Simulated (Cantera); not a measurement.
Feed: 1 mol SiHCl₃, 0.7 mol HCl, 52 mol H₂, at 1350 K and 0.133 bar.

These are equilibrium values from Cantera (NASA tables, ideal gas, pure condensed phases), not measurements of a reactor. Candidate condensed phases: Si; 19 gas species. The tables' values for SiCl₃ are old estimates; treat these amounts as uncertain. Rates play no part.

Base state: H₂ 0.944, HCl 0.0474, SiCl₂ 0.00668, SiCl₃ 0.000870, SiHCl₃ 0.000645, SiCl₄ 0.000565, SiH₂Cl₂ 0.000107 (mole fractions); condensed: Si(s).

Problem. What changes in the equilibrium state with this change: temperature from 1350 K to 2250 K?

Solution. 
```csv
species,before,after
H₂,0.944,0.914
HCl,0.0474,0.0534
H,6.34e-6,0.0194
SiCl₂,0.00668,0.00572
Si,1.50e-9,0.00444
SiH,3.38e-9,0.000624
Si₂,<1e-9,7.83e-5
"Si(s), mol",0.515,0
"Si(l), mol",0,0.318
```
The tables' values for SiCl, SiCl₃ are old estimates; treat these amounts as uncertain. Gases not in the tables: Si₂H₆ and higher silanes.

Problem. What changes in the equilibrium state with this change: HCl from 0.7 to 0.065 mol?

Solution. 
```csv
species,before,after
H₂,0.944,0.952
HCl,0.0474,0.0418
SiCl₂,0.00668,0.00517
SiCl₄,0.000565,0.000338
SiCl₃,0.000870,0.000591
SiHCl₃,0.000645,0.000440
"Si(s), mol",0.515,0.642
```
